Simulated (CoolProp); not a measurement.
Vapour-liquid equilibrium of dimethyl ether (1) + R227EA (2) at -18.55 °C; x and y are mole fractions of (1).

Values from CoolProp's multi-fluid Helmholtz-energy mixture model, Wu 2011 and Lemmon 2016; pair parameters Bell 2016.

| x | bubble pressure (kPa) | y at the bubble point | dew pressure at overall composition x (kPa) | liquid density (mol/L) |
|---|---|---|---|---|
| 0.05 | 88.27 | ? | 83.90 | 9.384 |
| 0.15 | ? | 0.085 | 77.51 | 9.906 |
| 0.25 | 75.88 | 0.208 | 75.21 | 10.45 |
| 0.35 | 75.06 | 0.374 | 74.91 | 11.01 |
| 0.45 | 78.67 | 0.551 | 76.07 | 11.61 |
| 0.55 | ? | 0.702 | 78.65 | 12.24 |
| 0.65 | 95.44 | 0.815 | 82.88 | 12.92 |
| 0.75 | 106.0 | 0.893 | 89.40 | 13.65 |
| 0.85 | ? | 0.947 | 99.66 | 14.44 |
| 0.95 | ? | 0.985 | 117.4 | 15.31 |

Q: What belongs in the gaps?

A: 
- 0.05, y at the bubble point: 0.018
- 0.15, bubble pressure (kPa): 80.85
- 0.55, bubble pressure (kPa): 85.90
- 0.85, bubble pressure (kPa): 116.6
- 0.95, bubble pressure (kPa): 126.9

y crosses x between x = 0.25 and 0.35: the model has an azeotrope there.

The pair parameters rest on a limited set of measurements; away from them the model extrapolates.
